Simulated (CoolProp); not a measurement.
The numbers come from the reference Helmholtz-energy equation of state, Colonna 2008 in CoolProp. It is a short technical equation, of lower accuracy than the large ones.

Q: For dodecamethylcyclohexasiloxane (D6), give the phase and the density (kg/m³), isothermal compressibility (1/MPa) at 620 K and 0.0624 MPa; 620 K and 0.178 MPa; 620 K and 1.44 MPa.

A: 
- 620 K and 0.0624 MPa: gas; density 5.56, isothermal compressibility 16.6
- 620 K and 0.178 MPa: gas; density 16.9, isothermal compressibility 6.21
- 620 K and 1.44 MPa: liquid; density 542, isothermal compressibility 0.0770
